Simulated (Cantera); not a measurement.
Input: 1 mol Si, 0.0028 mol H2O, 3.3 mol H2, equilibrated at 22.0 mbar.

Cantera equilibrium calculation (NASA polynomials, part measured and part estimated; ideal gas, pure solids and liquids). Candidate condensed phases: H2O, Si, SiO2; 18 gas species. Gases not in the tables: Si2H6 and higher silanes. Rates play no part. All values below are at 1973 K.

Base state: H2 0.988, H 0.00904, Si 0.00143, SiO 0.000842, SiH 0.000153, SiH2 8.98e-5, Si2 1.39e-5 (mole fractions); condensed: Si(l).

Problem. What changes in the equilibrium state with this change: Si replaced by SiC?

Solution. 
```csv
species,before,after
H2,0.988,0.990
H,0.00904,0.00905
CO,0,0.000650
Si,0.00143,0.000414
C2H2 (acetylene),0,1.87e-5
Si2C,0,1.01e-5
Si2,1.39e-5,1.16e-6
SiO,0.000842,0.000193
SiH,0.000153,4.42e-5
"Si(l), mol",0.992,0
"SiC(s), mol",0,0.998
```
Further candidate phases: C, C6H6, C7H8, C8H18, SiC.

Problem. What changes in the equilibrium state with this change: Si replaced by Si3N4?

Solution. 
```
species       before     after
----------  --------  --------
H2             0.988     0.616
N2                 0     0.375
H            0.00904   0.00714
Si           0.00143   0.00143
Si2N               0   4.88e-5
SiN                0   3.62e-5
SiH2         8.98e-5   5.59e-5
SiO         0.000842  0.000525
SiH         0.000153  0.000121
Si(l), mol     0.992      2.99
```
The tables' values for SiN are old estimates; treat these amounts as uncertain. Further candidate phases: Si2N2O, Si3N4.
